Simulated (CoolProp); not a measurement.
Vapour-liquid equilibrium of R22 (1) + benzene (2) at 66.45 °C; x and y are mole fractions of (1).

The numbers come from the multi-fluid Helmholtz-energy mixture model, Kamei 1995 and Thol 2012; pair parameters Bell 2016 in CoolProp.

| x | bubble pressure (MPa) | y at the bubble point | dew pressure at overall composition x (MPa) | liquid density (mol/L) |
|---|---|---|---|---|
| 0.05 | 0.2058 | 0.684 | 0.06876 | 10.73 |
| 0.125 | 0.3967 | 0.838 | 0.07467 | 10.93 |
| 0.2 | 0.5731 | 0.890 | 0.08169 | 11.12 |
| 0.275 | 0.7427 | 0.918 | 0.09015 | 11.31 |
| 0.35 | 0.9115 | 0.935 | 0.1006 | 11.50 |
| 0.425 | 1.084 | 0.948 | 0.1136 | 11.68 |
| 0.5 | 1.263 | 0.958 | 0.1306 | 11.84 |
| 0.575 | 1.450 | 0.966 | 0.1536 | 11.99 |
| 0.65 | 1.648 | 0.973 | 0.1862 | 12.11 |
| 0.725 | 1.857 | 0.979 | 0.2363 | 12.19 |
| 0.8 | 2.078 | 0.984 | 0.3229 | 12.21 |
| 0.875 | 2.316 | 0.990 | 0.5070 | 12.12 |
| 0.95 | 2.580 | 0.995 | 1.117 | 11.85 |

No azeotrope shows between x = 0.05 and 0.95.

Pair parameters are fitted to limited data, so mixtures are less certain than the pure fluids. The gap from Raoult's law changes sign with composition, which may be real or a fault of the pair parameters; it wasn't checked against measurements.
